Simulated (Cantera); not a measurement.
Input (Python, Cantera) and output of one run.

```python
import numpy as np
import cantera as ct

gas_names = [...]  # 136 gases of nasa_gas.yaml made of C, H, N, O
cond_names = """
    C(gr) C6H6(L) C7H8(L) C8H18(L),n-octa H2O(s) H2O(L)
""".split()


# ... load() reads the species with a 1 bar reference pressure and builds the phases ...
atoms = {
    'acetone': {'C': 3, 'H': 6, 'O': 1},
    'NH3': {'N': 1, 'H': 3},
    'H2': {'H': 2},
}
top_T = {'C(gr)': 4500}  # K; cautious upper limits of use, not melting points


# ... equilibrate(T, P, feed) seeds the gas with the atoms and calls Mixture.equilibrate('TP', solver="gibbs", rtol=1e-10, max_steps=50000) ...
results = []
T = 2800  # K
P = 2700000  # Pa
for m in [0.11, 0.35, 0.59, 0.84, 1.1, 1.3, 1.6, 1.8, 2.1]:
    feed = {'acetone': 1, 'NH3': m, 'H2': 5.6}  # mol
    mix = equilibrate(T, P, feed)
    results.append((T, P, feed, dict(zip(mix.species_names, mix.species_moles))))

top = {s: max(r[3][s] / sum(r[3][g] for g in gas_names) for r in results) for s in gas_names}
cols = sorted((s for s in top if top[s] > 0.0001), key=lambda s: -top[s])[:8]
seen = [c for c in cond_names if any(r[3].get(c, 0) > 1e-12 for r in results)]
print("log10 of partial pressures in bar; condensed amounts in mol")
print(f"{'n(NH3)':>10s}" + "".join(f"{s[:9]:>10s}" for s in cols + seen))
for T, P, feed, n in results:
    ng = sum(n[g] for g in gas_names)
    print(f"{feed['NH3']:10.4g}" + "".join(f"{np.log10(max(n[s] / ng * P / 1e5, 1e-99)):10.3f}" for s in cols)
          + "".join(f"{n.get(c, 0):10.4g}" for c in seen))
```

It prints:

```
log10 of partial pressures in bar; condensed amounts in mol
    n(NH3)        H2        CO        N2       HCN C2H2,acet         H       HNC       CH4     C(gr)
      0.11     1.358     0.437    -1.236    -0.799    -0.119    -0.408    -1.597    -1.293     1.329
      0.35     1.352     0.416    -0.583    -0.475    -0.124    -0.411    -1.273    -1.304     1.225
      0.59     1.348     0.396    -0.324    -0.348    -0.129    -0.413    -1.146    -1.312     1.142
      0.84     1.344     0.377    -0.163    -0.269    -0.132    -0.415    -1.067    -1.320     1.065
       1.1     1.341     0.357    -0.048    -0.213    -0.136    -0.417    -1.011    -1.327    0.9901
       1.3     1.338     0.343     0.020    -0.180    -0.138    -0.418    -0.978    -1.332    0.9349
       1.6     1.335     0.322     0.100    -0.142    -0.142    -0.420    -0.940    -1.339    0.8548
       1.8     1.333     0.309     0.144    -0.121    -0.144    -0.421    -0.919    -1.343    0.8028
       2.1     1.330     0.289     0.198    -0.096    -0.147    -0.422    -0.894    -1.349    0.7263
```

These are equilibrium values from Cantera (NASA tables, ideal gas, pure condensed phases), not measurements of a reactor. The feed counts by its element totals alone.
